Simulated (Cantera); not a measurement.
## Equilibrium for silicon epitaxy and polysilicon growth: SiH4 + HCl + H2

Feed: 1 mol SiH4, 0.41 mol HCl, a varied amount of H2, at 1500 °C and 1.70 mbar.

Method: chemical equilibrium by Gibbs-energy minimisation in Cantera with the NASA 1993 tables (ideal gas, pure condensed phases). Candidate condensed phases: Si; 19 gas species. The tables' values for SiCl are old estimates; treat these amounts as uncertain. Gases not in the tables: Si2H6 and higher silanes. The numbers say what is thermodynamically allowed, not how fast it happens.

From 43 mol H2 to 580 mol H2 the condensed part is Si(l). At 750 mol H2 nothing is condensed. The main Si-bearing gas is Si throughout. The share of Si in condensed phases is highest at 43 mol H2 (92.5 %) and lowest at 750 mol H2 (0.0 %).

| n(H2) (mol) | log p H2 | log p HCl | log p H | log p Si | log p SiCl2 | log p SiH | log p Cl | log p SiCl | n Si(l) |
|---|---|---|---|---|---|---|---|---|---|
| 43 | -2.78 | -4.84 | -4.93 | -5.67 | -6.40 | -6.97 | -7.11 | -7.12 | 0.925 |
| 56 | -2.78 | -4.95 | -4.93 | -5.67 | -6.61 | -6.97 | -7.22 | -7.22 | 0.910 |
| 72 | -2.78 | -5.05 | -4.93 | -5.67 | -6.82 | -6.97 | -7.32 | -7.32 | 0.889 |
| 94 | -2.77 | -5.16 | -4.93 | -5.67 | -7.04 | -6.97 | -7.43 | -7.43 | 0.861 |
| 120 | -2.77 | -5.26 | -4.93 | -5.67 | -7.24 | -6.97 | -7.53 | -7.54 | 0.826 |
| 160 | -2.77 | -5.38 | -4.93 | -5.67 | -7.48 | -6.97 | -7.65 | -7.66 | 0.772 |
| 200 | -2.77 | -5.48 | -4.93 | -5.67 | -7.67 | -6.97 | -7.75 | -7.75 | 0.718 |
| 270 | -2.77 | -5.60 | -4.93 | -5.67 | -7.92 | -6.97 | -7.88 | -7.88 | 0.623 |
| 340 | -2.77 | -5.70 | -4.93 | -5.67 | -8.12 | -6.97 | -7.97 | -7.98 | 0.527 |
| 450 | -2.77 | -5.82 | -4.93 | -5.67 | -8.36 | -6.97 | -8.09 | -8.10 | 0.377 |
| 580 | -2.77 | -5.93 | -4.93 | -5.67 | -8.58 | -6.97 | -8.20 | -8.21 | 0.199 |
| 750 | -2.77 | -6.04 | -4.93 | -5.68 | -8.82 | -6.98 | -8.31 | -8.33 | 0 |
log p: log10 of the partial pressure in bar; n: condensed amount in mol.
